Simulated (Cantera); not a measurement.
Input (Python, Cantera) and output of one run.

```python
import numpy as np
import cantera as ct

gas_names = [...]  # 45 gases of nasa_gas.yaml made of Al, Cl, H, N, O
cond_names = """
    AL(cr) AL(L) ALCL3(s) ALCL3(L) ALN(s) AL2O3(a) AL2O3(L) H2O(s) H2O(L) NH4CL(a) NH4CL(b)
""".split()


# ... load() reads the species with a 1 bar reference pressure and builds the phases ...
atoms = {
    'AlCl3': {'AL': 1, 'CL': 3},
    'N2O': {'N': 2, 'O': 1},
    'H2': {'H': 2},
}
top_T = {'ALN(s)': 2750}  # K; cautious upper limits of use, not melting points


# ... equilibrate(T, P, feed) seeds the gas with the atoms and calls Mixture.equilibrate('TP', solver="vcs", rtol=1e-11, max_steps=5000) ...
results = []
feed = {'AlCl3': 1, 'N2O': 0.81, 'H2': 110}  # mol
P = 590  # Pa
for T in [675, 775, 875, 975, 1075, 1175, 1275, 1375, 1475, 1575, 1675, 1775]:
    mix = equilibrate(T, P, feed)
    results.append((T, P, feed, dict(zip(mix.species_names, mix.species_moles))))

top = {s: max(r[3][s] / sum(r[3][g] for g in gas_names) for r in results) for s in gas_names}
cols = sorted((s for s in top if top[s] > 0.001), key=lambda s: -top[s])[:7]
seen = [c for c in cond_names if any(r[3].get(c, 0) > 1e-12 for r in results)]
print("log10 of partial pressures in bar; condensed amounts in mol")
print(f"{'T/K':>10s}" + "".join(f"{s[:9]:>10s}" for s in cols + seen))
for T, P, feed, n in results:
    ng = sum(n[g] for g in gas_names)
    print(f"{T:10.4g}" + "".join(f"{np.log10(max(n[s] / ng * P / 1e5, 1e-99)):10.3f}" for s in cols)
          + "".join(f"{n.get(c, 0):10.4g}" for c in seen))
```

It prints:

```
log10 of partial pressures in bar; condensed amounts in mol
       T/K        H2       HCL        N2      ALCL         H     ALCL3    ALN(s)  AL2O3(a)
       675    -2.243    -3.848    -4.479   -18.752   -15.328    -5.271    0.3582      0.27
       775    -2.242    -3.860    -4.470   -15.202   -13.125    -5.175    0.3331      0.27
       875    -2.242    -3.872    -4.463   -12.472   -11.421    -5.105    0.3107      0.27
       975    -2.242    -3.882    -4.456   -10.310   -10.063    -5.051     0.291      0.27
      1075    -2.242    -3.891    -4.451    -8.557    -8.954    -5.009    0.2737      0.27
      1175    -2.242    -3.899    -4.445    -7.108    -8.033    -4.979    0.2562      0.27
      1275    -2.242    -3.911    -4.433    -5.899    -7.253    -4.969     0.217      0.27
      1375    -2.243    -3.945    -4.374    -4.918    -6.586    -5.059  0.009417      0.27
      1475    -2.244    -3.899    -4.372    -4.711    -6.009    -5.625         0    0.2699
      1575    -2.244    -3.884    -4.372    -4.653    -5.503    -6.289         0    0.2696
      1675    -2.245    -3.880    -4.372    -4.632    -5.057    -6.922         0    0.2681
      1775    -2.246    -3.882    -4.373    -4.617    -4.661    -7.494         0    0.2633
```

Method: chemical equilibrium by Gibbs-energy minimisation in Cantera with the NASA 1993 tables (ideal gas, pure condensed phases). Mutual solubility and eutectic melting of coexisting phases are not modelled. The tables' values for AlCl2 are old estimates; treat these amounts as uncertain. Condensed phases not in the tables: AlOCl.
